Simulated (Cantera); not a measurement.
## Thermodynamics of carbon deposition, reforming and gasification, feed C2H6 + O2 + H2

Charge: 1 mol C2H6, 0.03 mol O2, 0.46 mol H2, held at 75.0 Torr.

Equilibrium computed with Cantera from the NASA thermochemical tables; the gas is ideal and each condensed phase is pure. Candidate condensed phases: C, C6H6, C7H8, C8H18, H2O; 110 gas species. Equilibrium is a limit: real reactors are often held back by kinetics, nucleation or transport.

```
T (K)  log p H2  log p CO  log p H  log p C2H2 (acetylene)  log p CH4  log p CH3  n C(graphite)
-----  --------  --------  -------  ----------------------  ---------  ---------  -------------
1798      -1.01     -2.77    -3.96                   -4.77      -5.13      -6.77           1.94
1823      -1.01     -2.77    -3.87                   -4.68      -5.16      -6.72           1.94
1848      -1.01     -2.77    -3.78                   -4.60      -5.20      -6.67           1.94
1873      -1.01     -2.77    -3.69                   -4.51      -5.23      -6.61           1.94
1898      -1.01     -2.77    -3.61                   -4.43      -5.27      -6.57           1.94
1923      -1.01     -2.77    -3.53                   -4.35      -5.30      -6.52           1.94
1948      -1.01     -2.77    -3.45                   -4.28      -5.33      -6.47           1.94
1973      -1.01     -2.77    -3.37                   -4.20      -5.36      -6.43           1.94
1998      -1.01     -2.77    -3.30                   -4.13      -5.39      -6.38           1.93
2023      -1.01     -2.77    -3.23                   -4.06      -5.42      -6.34           1.93
2048      -1.01     -2.77    -3.16                   -3.99      -5.45      -6.30           1.93
2073      -1.01     -2.77    -3.09                   -3.92      -5.48      -6.26           1.93
2098      -1.01     -2.77    -3.02                   -3.86      -5.50      -6.22           1.93
```
log p: log10 of the partial pressure in bar; n: condensed amount in mol.

From 1798 K to 2098 K the condensed part is C(graphite). The main C-bearing gas is CO throughout.
